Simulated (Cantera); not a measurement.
**Equilibrium for metals in furnace atmospheres: Pb + CO**

A closed system holds: 1 mol Pb, 1.8 mol CO, at 750 Torr.

Method: chemical equilibrium by Gibbs-energy minimisation in Cantera with the NASA 1993 tables (ideal gas, pure condensed phases). Candidate condensed phases: C, Pb, PbO, PbO₂, Pb₃O₄; 15 gas species. Equilibrium is a limit: real reactors are often held back by kinetics, nucleation or transport.

From 1448 K to 1673 K the condensed part is C(graphite) + Pb(l). From 1748 K to 1823 K the condensed part is Pb(l). From 1898 K to 1973 K nothing is condensed. The main Pb-bearing gas is Pb throughout.

```json
[
 {"T (K)": "1448", "x CO": "0.984", "x Pb": "0.0146", "x CO₂": "0.00104", "x Pb₂": "4.34e-6", "n C(graphite)": "0.00189", "n Pb(l)": "0.973"},
 {"T (K)": "1523", "x CO": "0.969", "x Pb": "0.0306", "x CO₂": "0.000510", "x Pb₂": "1.48e-5", "n C(graphite)": "0.000947", "n Pb(l)": "0.943"},
 {"T (K)": "1598", "x CO": "0.940", "x Pb": "0.0596", "x CO₂": "0.000261", "x Pb₂": "4.47e-5", "n C(graphite)": "0.000500", "n Pb(l)": "0.886"},
 {"T (K)": "1673", "x CO": "0.891", "x Pb": "0.109", "x CO₂": "0.000135", "x Pb₂": "0.000122", "n C(graphite)": "0.000273", "n Pb(l)": "0.779"},
 {"T (K)": "1748", "x CO": "0.810", "x Pb": "0.190", "x CO₂": "6.75e-5", "x Pb₂": "0.000304", "n C(graphite)": "0", "n Pb(l)": "0.577"},
 {"T (K)": "1823", "x CO": "0.684", "x Pb": "0.315", "x CO₂": "3.05e-5", "x Pb₂": "0.000700", "n C(graphite)": "0", "n Pb(l)": "0.168"},
 {"T (K)": "1898", "x CO": "0.643", "x Pb": "0.356", "x CO₂": "1.77e-5", "x Pb₂": "0.000758", "n C(graphite)": "0", "n Pb(l)": "0"},
 {"T (K)": "1973", "x CO": "0.643", "x Pb": "0.356", "x CO₂": "1.21e-5", "x Pb₂": "0.000650", "n C(graphite)": "0", "n Pb(l)": "0"}
]
```
x: gas mole fraction; n: condensed amount in mol.
